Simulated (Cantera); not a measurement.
Input (Python, Cantera) and output of one run.

```python
import numpy as np
import cantera as ct

gas_names = """
    CL CL2 H HCL H2 Si SiCL SiCL2 SiCL3 SiCL4 SiH SiHCL3 SiH2 SiH2CL2 SiH3 SiH3CL SiH4 Si2 Si3
""".split()
cond_names = """
    Si(cr) Si(L)
""".split()


# ... load() reads the species with a 1 bar reference pressure and builds the phases ...
atoms = {
    'Si': {'Si': 1},
    'HCl': {'H': 1, 'CL': 1},
    'H2': {'H': 2},
}
top_T = {}  # K; cautious upper limits of use, not melting points


# ... equilibrate(T, P, feed) seeds the gas with the atoms and calls Mixture.equilibrate('TP', solver="vcs", rtol=1e-11, max_steps=5000) ...
results = []
feed = {'Si': 1, 'HCl': 1.8, 'H2': 5.1}  # mol
P = 13332.2  # Pa
for T in [573, 673, 773, 873, 973, 1073, 1173, 1273, 1373, 1473, 1573]:
    mix = equilibrate(T, P, feed)
    results.append((T, P, feed, dict(zip(mix.species_names, mix.species_moles))))

top = {s: max(r[3][s] / sum(r[3][g] for g in gas_names) for r in results) for s in gas_names}
cols = sorted((s for s in top if top[s] > 1e-05), key=lambda s: -top[s])[:8]
seen = [c for c in cond_names if any(r[3].get(c, 0) > 1e-12 for r in results)]
print("log10 of partial pressures in bar; condensed amounts in mol")
print(f"{'T/K':>10s}" + "".join(f"{s[:9]:>10s}" for s in cols + seen))
for T, P, feed, n in results:
    ng = sum(n[g] for g in gas_names)
    print(f"{T:10.4g}" + "".join(f"{np.log10(max(n[s] / ng * P / 1e5, 1e-99)):10.3f}" for s in cols)
          + "".join(f"{n.get(c, 0):10.4g}" for c in seen))
```

It prints:

```
log10 of partial pressures in bar; condensed amounts in mol
       T/K        H2       HCL     SiCL2     SiCL4    SiHCL3     SiCL3   SiH2CL2         H    Si(cr)
       573    -0.910    -5.446   -10.406    -2.165    -2.479    -7.963    -4.132   -17.692    0.5084
       673    -0.910    -4.469    -8.225    -2.160    -2.498    -6.527    -4.048   -14.712    0.5101
       773    -0.910    -3.750    -6.617    -2.156    -2.518    -5.467    -3.994   -12.497    0.5131
       873    -0.911    -3.200    -5.386    -2.158    -2.539    -4.657    -3.959   -10.785    0.5197
       973    -0.914    -2.770    -4.419    -2.173    -2.567    -4.025    -3.943    -9.423     0.533
      1073    -0.919    -2.430    -3.651    -2.213    -2.614    -3.534    -3.948    -8.313    0.5538
      1173    -0.929    -2.166    -3.047    -2.304    -2.699    -3.172    -3.986    -7.393    0.5762
      1273    -0.941    -1.976    -2.598    -2.493    -2.857    -2.954    -4.080    -6.618    0.5854
      1373    -0.954    -1.860    -2.307    -2.838    -3.130    -2.905    -4.253    -5.955    0.5733
      1473    -0.962    -1.809    -2.159    -3.335    -3.515    -3.014    -4.500    -5.379    0.5539
      1573    -0.965    -1.794    -2.094    -3.893    -3.942    -3.204    -4.773    -4.874    0.5392
```

Method: chemical equilibrium by Gibbs-energy minimisation in Cantera with the NASA 1993 tables (ideal gas, pure condensed phases). The tables' values for SiCl3 are old estimates; treat these amounts as uncertain.
